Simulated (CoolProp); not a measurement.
Vapour-liquid equilibrium of cis-2-butene (1) + methanol (2) at 1.36 MPa; x and y are mole fractions of (1).

The numbers come from the multi-fluid Helmholtz-energy mixture model, Lemmon 2005 and de Reuck 1993; pair parameters Bell 2016 in CoolProp.

Question: Give the bubble temperature and the first vapour's composition at x = 0.2, 0.5, 0.65. Is there an azeotrope?

Answer: x = 0.2: 380.4 K, y = 0.681; x = 0.5: 370.7 K, y = 0.773; x = 0.65: 369.9 K, y = 0.785. y crosses x between x = 0.8 and 0.875: the model has an azeotrope there.

The pair parameters rest on a limited set of measurements; away from them the model extrapolates. With so large a gap from Raoult's law the liquid may split in two, which this calculation doesn't test in full.
